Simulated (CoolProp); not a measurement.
Vapour-liquid equilibrium of benzene (1) + o-xylene (2) at 81.65 °C; x and y are mole fractions of (1).

Computed with CoolProp (multi-fluid Helmholtz-energy mixture model, Thol 2012 and Zhou 2012; pair parameters Bell 2016).

```tsv
x	bubble pressure, mixture model (MPa)	bubble pressure, Raoult's law (MPa)	y, mixture model	y, Raoult's law
0.05	0.01732	0.01817	0.257	0.293
0.15	0.02673	0.02745	0.573	0.581
0.25	0.03765	0.03673	0.735	0.724
0.35	0.04895	0.04602	0.825	0.809
0.45	0.05974	0.05530	0.878	0.865
0.55	0.06955	0.06458	0.913	0.906
0.65	0.07833	0.07387	0.937	0.936
0.75	0.08635	0.08315	0.956	0.959
0.85	0.09407	0.09244	0.973	0.978
0.95	0.1021	0.1017	0.991	0.993
```

The largest gap from Raoult's law is +8.0 % in bubble pressure, at x = 0.45. No azeotrope shows between x = 0.05 and 0.95.

Pair parameters are fitted to limited data, so mixtures are less certain than the pure fluids. The gap from Raoult's law changes sign with composition, which may be real or a fault of the pair parameters; it wasn't checked against measurements.
